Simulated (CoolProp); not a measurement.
Computed with CoolProp (reference Helmholtz-energy equation of state, Lemmon 2003). It is a pseudo-pure fit of the blend.

Problem. For R410A, give the phase and the density (kg/m³), isothermal compressibility (1/MPa) at 128.35 °C and 24 MPa; 198.75 °C and 24 MPa.

Solution. 
- 128.35 °C and 24 MPa: supercritical; density 831, isothermal compressibility 0.0149
- 198.75 °C and 24 MPa: supercritical; density 591, isothermal compressibility 0.0311
